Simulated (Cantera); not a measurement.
An isothermal plug-flow reactor at 550 K and 750 Torr (inlet), inlet velocity 1.9 m/s, active area per volume 1400 1/m; feed 0.340 % H2, 13.1 % O2, 86.5 % N2, equivalence ratio 0.013.

Model: Deutschmann's 1995 Pt surface mechanism with GRI-Mech 3.0 gas chemistry, integrated in Cantera. Catalytic surfaces can have several steady states; this one follows from the mechanism file's or the stated starting coverage. Mass transfer to the wall is taken as infinitely fast.

One state of this run: x H2 = 0.000283; x O2 = 0.130; x H2O = 0.00312; θ free Pt = 0.00339; θ O* = 0.994; θ OH* = 0.00233. x: gas mole fraction; θ: surface coverage.

Q: Which value of z (m) does it belong to?
A) 0.0029
B) 0.00062
C) 0.013
D) 0.0017

A: C, 0.013
